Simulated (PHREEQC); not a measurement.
Dissolve 0.2 mol ZnSO4, 0.0087 mol Na2SO4 and 0.0091 mol NiCl2 per kg of water at 54 °C. Closed to the air; pH follows from the charge balance.

The numbers come from PHREEQC with the ion-association model, wateq4f.dat.

```json
[
 {"quantity": "ionic strength (mol/kgw)", "before": "0.393", "after": "0.419"},
 {"quantity": "SO4-2 (mol/kgw)", "before": "0.0648", "after": "0.0640"},
 {"quantity": "NaSO4- (mol/kgw)", "before": "0.00131", "after": "0.00107"},
 {"quantity": "HSO4- (mol/kgw)", "before": "2.78e-5", "after": "3.51e-6"},
 {"quantity": "SI of Mirabilite (Na2SO4:10H2O)", "before": "-5.90", "after": "-3.60"}
]
```

Problem. Name the change that produced these shifts.
A) temperature from 54 to 5 °C
B) temperature from 54 to 90 °C
C) ZnSO4 replaced by KHSO4 at the same molality
D) NiCl2 left out
E) temperature from 54 to 15 °C

Solution. A, temperature from 54 to 5 °C

Precipitation was switched off in this run. Constants without temperature data keep their 25 °C values here.
